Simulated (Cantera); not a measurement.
Feed: 1 mol trisilylamine, a varied amount of N2, held at 1650 K and 1.00 bar.

Cantera equilibrium calculation (NASA polynomials, part measured and part estimated; ideal gas, pure solids and liquids). Candidate condensed phases: Si, Si3N4; 18 gas species. The feed counts by its element totals alone. The numbers say what is thermodynamically allowed, not how fast it happens.

Problem. At 92 mol N2, list the 3 most abundant gas species with their mole fractions, and the condensed phases.

Solution. N2 0.953, H2 0.0474, H 1.98e-5. Condensed: Si3N4(s).
